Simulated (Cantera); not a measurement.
Input: 1 mol SiO2, 2.3 mol SiCl4, 2.2 mol O2, equilibrated at 0.100 bar.

Cantera equilibrium calculation (NASA polynomials, part measured and part estimated; ideal gas, pure solids and liquids). Candidate condensed phases: Si, SiO2; 15 gas species. Equilibrium is a limit: real reactors are often held back by kinetics, nucleation or transport.

Q: At 1075 K, list the 3 most abundant gas species with their mole fractions, and the condensed phases.

A: Cl2 0.974, SiCl4 0.0222, Cl 0.00345. Condensed: SiO2(β-quartz).
